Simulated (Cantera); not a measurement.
A perfectly stirred reactor is fed with CH₄ : N₂ = 1 : 28 (molar parts), at 2670 Pa; it is held at 1548 K, and followed from long to short residence time.

Model: GRI-Mech 3.0 (53 species, 325 reactions), integrated in Cantera. GRI-Mech 3.0 stops at C3 and has no aromatics, soot or wall deposition, so with more carbon than oxygen in the feed, carbon stays in small species such as C2H2 where larger ones or solid carbon would form. Radical loss at walls, strong at low pressure, is not modelled.

Problem. What does this change do: temperature 1548 to 1075 K?

Solution. 
```json
[
 {"quantity": "x(CH₄) at τ = 0.820 s", "before": "0.0254", "after": "0.0345"},
 {"quantity": "x(C₂H₆) at τ = 0.820 s", "before": "1.30e-5", "after": "1.88e-12"},
 {"quantity": "x(C₂H₄) at τ = 0.820 s", "before": "0.000593", "after": "<1e-12"},
 {"quantity": "x(C₂H) at τ = 0.820 s", "before": "4.64e-9", "after": "<1e-12"},
 {"quantity": "x(CH₂) at τ = 0.820 s", "before": "7.66e-8", "after": "<1e-12"},
 {"quantity": "x(CH₄) at τ = 19.0 ms", "before": "0.0344", "after": "0.0345"},
 {"quantity": "x(C₂H₆) at τ = 19.0 ms", "before": "1.77e-7", "after": "<1e-12"},
 {"quantity": "x(C₂H₄) at τ = 19.0 ms", "before": "1.43e-6", "after": "<1e-12"},
 {"quantity": "x(C₂H) at τ = 19.0 ms", "before": "<1e-12", "after": "<1e-12"},
 {"quantity": "x(CH₂) at τ = 19.0 ms", "before": "1.08e-9", "after": "<1e-12"}
]
```
